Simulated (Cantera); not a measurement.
Cantera run:

```python
import numpy as np
import cantera as ct

gas_names = """
    H HO2 H2 H2O H2O2 H2S H2SO4 Mg MgH MgO MgOH MgO2H2 MgS Mg2 O OH O2 O3 S SH SO SO2 SO3 S2 S2O S8
""".split()
cond_names = """
    H2O(s) H2O(L) H2SO4(L) Mg(cr) Mg(L) MgO(s) MgO(L) MgO2H2(s) MgS(s) MgSO4(s) MgSO4(L) S(cr1) S(cr2)
    S(L)
""".split()


# ... load() reads the species with a 1 bar reference pressure and builds the phases ...
atoms = {
    'MgSO4': {'Mg': 1, 'S': 1, 'O': 4},
    'H2': {'H': 2},
    'O2': {'O': 2},
}
top_T = {'MgS(s)': 2250}  # K; cautious upper limits of use, not melting points


# ... equilibrate(T, P, feed) seeds the gas with the atoms and calls Mixture.equilibrate('TP', solver="vcs", rtol=1e-11, max_steps=5000) ...
results = []
feed = {'MgSO4': 1, 'H2': 1.3, 'O2': 11}  # mol
T = 1698  # K
for P in [10, 68, 460, 3200, 22000, 150000, 1000000]:
    mix = equilibrate(T, P, feed)
    results.append((T, P, feed, dict(zip(mix.species_names, mix.species_moles))))

top = {s: max(r[3][s] / sum(r[3][g] for g in gas_names) for r in results) for s in gas_names}
cols = sorted((s for s in top if top[s] > 0.001), key=lambda s: -top[s])[:6]
seen = [c for c in cond_names if any(r[3].get(c, 0) > 1e-12 for r in results)]
print("log10 of partial pressures in bar; condensed amounts in mol")
print(f"{'P/Pa':>10s}" + "".join(f"{s[:9]:>10s}" for s in cols + seen))
for T, P, feed, n in results:
    ng = sum(n[g] for g in gas_names)
    print(f"{P:10.4g}" + "".join(f"{np.log10(max(n[s] / ng * P / 1e5, 1e-99)):10.3f}" for s in cols)
          + "".join(f"{n.get(c, 0):10.4g}" for c in seen))
```

Result:

```
log10 of partial pressures in bar; condensed amounts in mol
      P/Pa        O2       H2O       SO2        OH         O       SO3    MgO(s)
        10    -4.087    -5.019    -5.121    -6.307    -6.402    -8.978         1
        68    -3.252    -4.180    -4.287    -5.679    -5.985    -7.727         1
       460    -2.421    -3.347    -3.457    -5.055    -5.570    -6.481         1
      3200    -1.579    -2.503    -2.615    -4.422    -5.148    -5.218         1
   2.2e+04    -0.741    -1.664    -1.779    -3.793    -4.730    -3.964         1
   1.5e+05     0.092    -0.830    -0.950    -3.168    -4.313    -2.717         1
     1e+06     0.916    -0.005    -0.137    -2.549    -3.901    -1.492         1
```

Method: chemical equilibrium by Gibbs-energy minimisation in Cantera with the NASA 1993 tables (ideal gas, pure condensed phases).
